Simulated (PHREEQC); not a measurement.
Make-up at 25 °C: 1.1 mmol/kgw Na3PO4. Closed to the air; pH follows from the charge balance.

Model: ion-association model, phreeqc.dat, run in PHREEQC.

Each row changes one thing in this solution. No solid was allowed to form.

```tsv
case	pH	ionic strength (mol/kgw)	HPO4-2 (mol/kgw)	PO4-3 (mol/kgw)	NaHPO4- (mol/kgw)	H2PO4- (mol/kgw)
as made	10.98	0.00452	0.00103	6.39e-5	4.98e-6	1.41e-7
temperature from 25 to 20 °C	11.14	0.00456	0.00101	8.23e-5	4.90e-6	9.81e-8
Na3PO4 from 0.0011 to 0.00099 mol/kgw	10.94	0.00405	0.000934	5.17e-5	4.12e-6	1.42e-7
diluted 100-fold with water	9.04	4.39e-5	1.08e-5	5.55e-9	6.76e-10	1.56e-7
Na3PO4 from 0.0011 to 0.011 mol/kgw	11.72	0.0525	0.00638	0.00444	0.000186	1.08e-7
diluted 2-fold with water	10.70	0.00223	0.000533	1.57e-5	1.39e-6	1.47e-7
Na3PO4 from 0.0011 to 0.00121 mol/kgw	11.02	0.00498	0.00113	7.74e-5	5.91e-6	1.40e-7
0.00015 mol/kgw NaOH added	11.03	0.00468	0.00102	7.24e-5	5.14e-6	1.23e-7
Na3PO4 from 0.0011 to 0.0055 mol/kgw	11.54	0.0246	0.00404	0.00139	7.17e-5	1.20e-7
```
